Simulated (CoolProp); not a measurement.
The numbers come from the reference Helmholtz-energy equation of state, McLinden 2020 in CoolProp.

Give the vapour pressure (bar), liquid density (kg/m³), vapour density (kg/m³), enthalpy of vaporisation (kJ/kg) of saturated R1336mzz(Z) at 322.2, 345.1, 356.6 K.


```tsv
T (K)	p (bar)	liquid density (kg/m³)	vapour density (kg/m³)	enthalpy of vaporisation (kJ/kg)
322.2	1.74	1300	11.5	157
345.1	3.46	1230	22.5	145
356.6	4.70	1200	30.6	138
```
